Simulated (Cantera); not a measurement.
Cantera run:

```python
import numpy as np
import cantera as ct

gas_names = [...]  # 113 gases of nasa_gas.yaml made of C, H, O, Ti
cond_names = """
    C(gr) C6H6(L) C7H8(L) C8H18(L),n-octa H2O(s) H2O(L) Ti(a) Ti(b) Ti(L) TiC(s) TiC(L) TiO(a) TiO(b)
    TiO(L) TiO2(ru) TiO2(L) Ti2O3(a) Ti2O3(b) Ti2O3(L) Ti3O5(a) Ti3O5(b) Ti3O5(L) Ti4O7(s) Ti4O7(L)
""".split()


# ... load() reads the species with a 1 bar reference pressure and builds the phases ...
atoms = {
    'Ti(OiPr)4': {'Ti': 1, 'C': 12, 'H': 28, 'O': 4},
    'CH4': {'C': 1, 'H': 4},
}
top_T = {'C(gr)': 4500}  # K; cautious upper limits of use, not melting points


# ... equilibrate(T, P, feed) seeds the gas with the atoms and calls Mixture.equilibrate('TP', solver="vcs", rtol=1e-11, max_steps=5000) ...
results = []
feed = {'Ti(OiPr)4': 1, 'CH4': 0.17}  # mol
T = 1573.15  # K
P = 133.322  # Pa
mix = equilibrate(T, P, feed)
results.append((T, P, feed, dict(zip(mix.species_names, mix.species_moles))))
x = sorted(zip(gas.X, gas.species_names), reverse=True)
print(f"T = {T:g} K  P = {P:g} Pa  gas = {mix.phase_moles(0):.4g} mol")
print("   x: " + "  ".join(f"{s} {v:.3e}" for v, s in x if v > 1e-05))
print("   condensed (mol): " + ("  ".join(f"{mix.phase(i).name} {mix.phase_moles(i):.4g}"
      for i in range(1, mix.n_phases) if mix.phase_moles(i) > 1e-12) or "none"))
```

It prints:

```
T = 1573.15 K  P = 133.322 Pa  gas = 18.35 mol
   x: H2 7.810e-01  CO 2.180e-01  H 9.857e-04  C2H2,acetylene 1.615e-05
   condensed (mol): C(gr) 7.169  TiC(s) 1
```

Cantera equilibrium calculation (NASA polynomials, part measured and part estimated; ideal gas, pure solids and liquids). The feed counts by its element totals alone. TiC: taken at fixed stoichiometry.
